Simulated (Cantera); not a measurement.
## Silicon nitride deposition: trisilylamine + N2 + NH3

Input: 1 mol trisilylamine, 38 mol N2, 5.2 mol NH3, at 1330 Pa.

These are equilibrium values from Cantera (NASA tables, ideal gas, pure condensed phases), not measurements of a reactor. Candidate condensed phases: Si, Si3N4; 18 gas species. The feed counts by its element totals alone. The tables' values for SiN are old estimates; treat these amounts as uncertain. Gases not in the tables: Si2H6 and higher silanes. Rates play no part.

From 773 K to 1773 K the condensed part is Si3N4(s). From 1973 K to 2173 K the condensed part is Si(l).

```
T (K)  log p N2  log p H2  log p Si  log p H  log p SiH  log p Si2N  log p SiN  log p Si2  n Si3N4(s)  n Si(l)
-----  --------  --------  --------  -------  ---------  ----------  ---------  ---------  ----------  -------
773       -1.99     -2.50      <-13   -13.29       <-13        <-13       <-13       <-13        1.00        0
973       -1.99     -2.50      <-13   -10.21       <-13        <-13       <-13       <-13        1.00        0
1173      -1.99     -2.50      <-13    -8.18       <-13        <-13       <-13       <-13        1.00        0
1373      -1.99     -2.50    -11.76    -6.73     -12.25        <-13     -12.39       <-13        1.00        0
1573      -1.99     -2.50     -8.42    -5.64      -9.28      -10.38      -9.43     -12.25       1.000        0
1773      -1.99     -2.50     -5.84    -4.79      -7.00       -7.11      -7.16      -8.27       0.998        0
1973      -1.99     -2.52     -4.50    -4.13      -5.90       -5.92      -6.05      -6.51           0     2.85
2173      -2.00     -2.55     -3.55    -3.59      -5.15       -5.25      -5.30      -5.37           0     1.68
```
log p: log10 of the partial pressure in bar; n: condensed amount in mol.
